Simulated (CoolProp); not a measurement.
Vapour-liquid equilibrium of R13 (1) + R113 (2) at 279.3 K; x and y are mole fractions of (1).

Computed with CoolProp (multi-fluid Helmholtz-energy mixture model, Platzer 1990 and Marx 1992; pair parameters Bell 2016). This equation is an older, rougher fit; its heat capacities, sound speeds and derivatives of the liquid may be far off and weren't checked against measurements.

| x | bubble pressure (MPa) | y at the bubble point | dew pressure at overall composition x (MPa) | liquid density (mol/L) |
|---|---|---|---|---|
| 0.05 | 0.1565 | 0.870 | 0.02117 | 8.719 |
| 0.125 | 0.3504 | 0.941 | 0.02300 | 8.934 |
| 0.2 | 0.5326 | 0.961 | 0.02517 | 9.154 |
| 0.275 | 0.7043 | 0.971 | 0.02778 | 9.378 |
| 0.35 | 0.8671 | 0.976 | (withheld) | 9.604 |
| 0.425 | 1.022 | 0.980 | 0.03506 | 9.830 |
| 0.5 | 1.171 | 0.983 | 0.04035 | 10.05 |
| 0.575 | 1.316 | 0.985 | 0.04750 | 10.26 |
| 0.65 | (withheld) | 0.987 | 0.05772 | 10.46 |
| 0.725 | 1.605 | 0.989 | 0.07355 | 10.62 |
| 0.8 | 1.758 | 0.991 | 0.1013 | 10.73 |
| 0.875 | (withheld) | 0.994 | 0.1627 | 10.74 |
| 0.95 | 2.126 | 0.997 | 0.4112 | 10.57 |

Q: Some entries are withheld; supply them.

A: 
- 0.35, dew pressure at overall composition x (MPa): 0.03100
- 0.65, bubble pressure (MPa): 1.460
- 0.875, bubble pressure (MPa): 1.926

No azeotrope shows between x = 0.05 and 0.95.

The pair parameters rest on a limited set of measurements; away from them the model extrapolates. The gap from Raoult's law changes sign with composition, which may be real or a fault of the pair parameters; it wasn't checked against measurements.
